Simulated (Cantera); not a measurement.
Input (Python, Cantera) and output of one run.

```python
import numpy as np
import cantera as ct

gas_names = """
    CL CL2 H HCL H2 Si SiCL SiCL2 SiCL3 SiCL4 SiH SiHCL3 SiH2 SiH2CL2 SiH3 SiH3CL SiH4 Si2 Si3
""".split()
cond_names = """
    Si(cr) Si(L)
""".split()


def load(file, names, dense=False):
    # The tables refer to 1 bar. Condensed volumes are neglected.
    table = {s.name: s for s in ct.Species.list_from_file(file)}
    out = []
    for n in names:
        d = dict(table[n].input_data)
        d["thermo"] = dict(d["thermo"], **{"reference-pressure": 1e5})
        if dense:
            d["equation-of-state"] = {"model": "constant-volume", "density": "1e6 g/cm^3"}
        out.append(ct.Species.from_dict(d))
    return out


gas = ct.Solution(thermo="ideal-gas", species=load("nasa_gas.yaml", gas_names))
cond = {s.name: ct.Solution(thermo="fixed-stoichiometry", species=[s], name=s.name)
        for s in load("nasa_condensed.yaml", cond_names, dense=True)}
atoms = {
    'Si2H6': {'Si': 2, 'H': 6},
    'Cl2': {'CL': 2},
    'H2': {'H': 2},
}
top_T = {}  # K; cautious upper limits of use, not melting points


def equilibrate(T, P, feed):
    n = {}
    for name, mol in feed.items():
        for a, k in atoms[name].items():
            n[a] = n.get(a, 0.0) + k * mol
    gas.TPX = T, P, n
    mass = sum(n.values()) * gas.mean_molecular_weight
    gas.equilibrate("TP")
    valid = [c for c in cond.values() if c.min_temp <= T <= top_T.get(c.name, c.max_temp)]
    mix = ct.Mixture([(gas, mass / gas.mean_molecular_weight)] + [(c, 0.0) for c in valid])
    mix.T, mix.P = T, P
    mix.equilibrate("TP", solver="vcs", rtol=1e-11, max_steps=5000)
    return mix


results = []
feed = {'Si2H6': 1, 'Cl2': 0.016, 'H2': 180}  # mol
P = 210  # Pa
for T in [1123, 1173, 1223, 1273, 1323, 1373, 1423, 1473, 1523, 1573, 1623, 1673, 1723]:
    mix = equilibrate(T, P, feed)
    results.append((T, P, feed, dict(zip(mix.species_names, mix.species_moles))))

top = {s: max(r[3][s] / sum(r[3][g] for g in gas_names) for r in results) for s in gas_names}
cols = sorted((s for s in top if top[s] > 1e-05), key=lambda s: -top[s])[:7]
seen = [c for c in cond_names if any(r[3].get(c, 0) > 1e-12 for r in results)]
print("log10 of partial pressures in bar; condensed amounts in mol")
print(f"{'T/K':>10s}" + "".join(f"{s[:9]:>10s}" for s in cols + seen))
for T, P, feed, n in results:
    ng = sum(n[g] for g in gas_names)
    print(f"{T:10.4g}" + "".join(f"{np.log10(max(n[s] / ng * P / 1e5, 1e-99)):10.3f}" for s in cols)
          + "".join(f"{n.get(c, 0):10.4g}" for c in seen))
```

It prints:

```
log10 of partial pressures in bar; condensed amounts in mol
       T/K        H2         H        Si       HCL       SiH      SiH2    Si(cr)     Si(L)
      1123    -2.678    -8.710   -13.191    -6.435   -13.125   -11.324         2         0
      1173    -2.678    -8.267   -12.305    -6.435   -12.391   -10.845         2         0
      1223    -2.678    -7.861   -11.492    -6.435   -11.718   -10.405         2         0
      1273    -2.678    -7.486   -10.744    -6.436   -11.098   -10.000         2         0
      1323    -2.678    -7.139   -10.052    -6.436   -10.526    -9.626         2         0
      1373    -2.678    -6.816    -9.411    -6.436    -9.996    -9.279         2         0
      1423    -2.678    -6.517    -8.816    -6.436    -9.503    -8.957         2         0
      1473    -2.678    -6.237    -8.262    -6.436    -9.045    -8.656     1.999         0
      1523    -2.678    -5.975    -7.744    -6.436    -8.617    -8.376     1.998         0
      1573    -2.678    -5.730    -7.260    -6.436    -8.217    -8.114     1.994         0
      1623    -2.679    -5.500    -6.806    -6.437    -7.842    -7.868     1.984         0
      1673    -2.679    -5.283    -6.379    -6.438    -7.491    -7.637     1.958         0
      1723    -2.680    -5.079    -6.007    -6.439    -7.189    -7.450         0     1.904
```

These are equilibrium values from Cantera (NASA tables, ideal gas, pure condensed phases), not measurements of a reactor. The feed counts by its element totals alone. Gases not in the tables: Si2H6 and higher silanes.
